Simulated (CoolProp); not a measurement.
Vapour-liquid equilibrium of n-butane (1) + benzene (2) at 306 K; x and y are mole fractions of (1).

The numbers come from the multi-fluid Helmholtz-energy mixture model, Bücker 2006 and Thol 2012; pair parameters Bell 2016 in CoolProp.

Q: Give the bubble pressure and the first vapour's composition at x = 0.05, 0.85, 0.95. Is there an azeotrope?

A: x = 0.05: 0.03761 MPa, y = 0.540; x = 0.85: 0.2688 MPa, y = 0.982; x = 0.95: 0.2942 MPa, y = 0.994. No azeotrope shows between x = 0.05 and 0.95.

The pair parameters rest on a limited set of measurements; away from them the model extrapolates.
